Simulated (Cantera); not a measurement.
Input (Python, Cantera) and output of one run.

```python
import numpy as np
import cantera as ct

gas_names = """
    C CO COS CO2 CS CS2 C2 C2O C3 C3O2 C4 C5 K KO K2 K2SO4 O O2 O3 S SO SO2 SO3 S2 S2O S8
""".split()
cond_names = """
    C(gr) K(cr) K(L) KO2(s) K2CO3(s) K2CO3(L) K2O(s) K2O2(s) K2S(1) K2S(2) K2S(3) K2S(L) K2SO4(a)
    K2SO4(b) K2SO4(L) S(cr1) S(cr2) S(L)
""".split()


# ... load() reads the species with a 1 bar reference pressure and builds the phases ...
atoms = {
    'K2SO4': {'K': 2, 'S': 1, 'O': 4},
    'CO2': {'C': 1, 'O': 2},
    'O2': {'O': 2},
}
top_T = {'C(gr)': 4500, 'KO2(s)': 780, 'K2O(s)': 1000, 'K2O2(s)': 760}  # K; cautious upper limits of use, not melting points


# ... equilibrate(T, P, feed) seeds the gas with the atoms and calls Mixture.equilibrate('TP', solver="vcs", rtol=1e-11, max_steps=5000) ...
results = []
feed = {'K2SO4': 1, 'CO2': 1.9, 'O2': 9.8}  # mol
P = 101325  # Pa
for T in [1375, 1425, 1475, 1525, 1575, 1625, 1675, 1725, 1775, 1825, 1875, 1925, 1975, 2025]:
    mix = equilibrate(T, P, feed)
    results.append((T, P, feed, dict(zip(mix.species_names, mix.species_moles))))
    x = sorted(zip(gas.X, gas.species_names), reverse=True)
    print(f"T = {T:g} K  P = {P:g} Pa  gas = {mix.phase_moles(0):.4g} mol")
    print("   x: " + "  ".join(f"{s} {v:.3e}" for v, s in x if v > 1e-05))
    print("   condensed (mol): " + ("  ".join(f"{mix.phase(i).name} {mix.phase_moles(i):.4g}"
          for i in range(1, mix.n_phases) if mix.phase_moles(i) > 1e-12) or "none"))
```

Output:

```
T = 1375 K  P = 101325 Pa  gas = 11.7 mol
   x: O2 8.376e-01  CO2 1.624e-01  K2SO4 2.333e-05
   condensed (mol): K2SO4(L) 0.9997
T = 1425 K  P = 101325 Pa  gas = 11.7 mol
   x: O2 8.376e-01  CO2 1.624e-01  K2SO4 5.053e-05
   condensed (mol): K2SO4(L) 0.9994
T = 1475 K  P = 101325 Pa  gas = 11.7 mol
   x: O2 8.375e-01  CO2 1.624e-01  K2SO4 1.031e-04
   condensed (mol): K2SO4(L) 0.9988
T = 1525 K  P = 101325 Pa  gas = 11.7 mol
   x: O2 8.374e-01  CO2 1.624e-01  K2SO4 1.996e-04
   condensed (mol): K2SO4(L) 0.9976
T = 1575 K  P = 101325 Pa  gas = 11.7 mol
   x: O2 8.373e-01  CO2 1.623e-01  K2SO4 3.683e-04  K 1.261e-05
   condensed (mol): K2SO4(L) 0.9956
T = 1625 K  P = 101325 Pa  gas = 11.71 mol
   x: O2 8.370e-01  CO2 1.623e-01  K2SO4 6.507e-04  K 3.222e-05  SO2 1.872e-05  O 1.769e-05
   condensed (mol): K2SO4(L) 0.9922
T = 1675 K  P = 101325 Pa  gas = 11.72 mol
   x: O2 8.365e-01  CO2 1.622e-01  K2SO4 1.106e-03  K 7.767e-05  SO2 4.501e-05  O 3.104e-05  KO 1.374e-05
   condensed (mol): K2SO4(L) 0.9865
T = 1725 K  P = 101325 Pa  gas = 11.73 mol
   x: O2 8.358e-01  CO2 1.620e-01  K2SO4 1.813e-03  K 1.776e-04  SO2 1.026e-04  O 5.271e-05  KO 3.026e-05  CO 1.610e-05
   condensed (mol): K2SO4(L) 0.9775
T = 1775 K  P = 101325 Pa  gas = 11.74 mol
   x: O2 8.346e-01  CO2 1.617e-01  K2SO4 2.878e-03  K 3.867e-04  SO2 2.228e-04  O 8.688e-05  KO 6.361e-05  CO 2.783e-05
   condensed (mol): K2SO4(L) 0.9636
T = 1825 K  P = 101325 Pa  gas = 11.77 mol
   x: O2 8.327e-01  CO2 1.613e-01  K2SO4 4.435e-03  K 8.058e-04  SO2 4.628e-04  O 1.393e-04  KO 1.281e-04  CO 4.665e-05
   condensed (mol): K2SO4(L) 0.9423
T = 1875 K  P = 101325 Pa  gas = 11.82 mol
   x: O2 8.296e-01  CO2 1.606e-01  K2SO4 6.652e-03  K 1.612e-03  SO2 9.233e-04  KO 2.480e-04  O 2.177e-04  CO 7.594e-05
   condensed (mol): K2SO4(L) 0.9104
T = 1925 K  P = 101325 Pa  gas = 11.9 mol
   x: O2 8.249e-01  CO2 1.595e-01  K2SO4 9.731e-03  K 3.109e-03  SO2 1.775e-03  KO 4.631e-04  O 3.320e-04  CO 1.203e-04  SO3 1.135e-05
   condensed (mol): K2SO4(L) 0.8629
T = 1975 K  P = 101325 Pa  gas = 12.03 mol
   x: O2 8.176e-01  CO2 1.578e-01  K2SO4 1.391e-02  K 5.798e-03  SO2 3.298e-03  KO 8.357e-04  O 4.949e-04  CO 1.856e-04  SO3 1.811e-05
   condensed (mol): K2SO4(L) 0.7928
T = 2025 K  P = 101325 Pa  gas = 12.23 mol
   x: O2 8.065e-01  CO2 1.551e-01  K2SO4 1.948e-02  K 1.049e-02  SO2 5.944e-03  KO 1.461e-03  O 7.215e-04  CO 2.789e-04  SO3 2.816e-05
   condensed (mol): K2SO4(L) 0.6887
```

Method: chemical equilibrium by Gibbs-energy minimisation in Cantera with the NASA 1993 tables (ideal gas, pure condensed phases).
